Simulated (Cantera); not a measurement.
Input: 1 mol SiF4, a varied amount of H2O, 11 mol N2, 6 mol O3, equilibrated at 1800 K and 0.0340 bar.

These are equilibrium values from Cantera (NASA tables, ideal gas, pure condensed phases), not measurements of a reactor. Candidate condensed phases: H2O, Si, SiO2, Si2N2O, Si3N4; 58 gas species. The tables hold silica as quartz up to 1696 K and as liquid above; real silica turns to tridymite and cristobalite and melts near 1996 K. Kinetics and transport are ignored.

### Question
At 3 mol H2O, list the 5 most abundant gas species with their mole fractions, and the condensed phases.

### Answer
N2 0.438, O2 0.357, HF 0.159, H2O 0.0397, NO 0.00404. Condensed: SiO2(condensed).
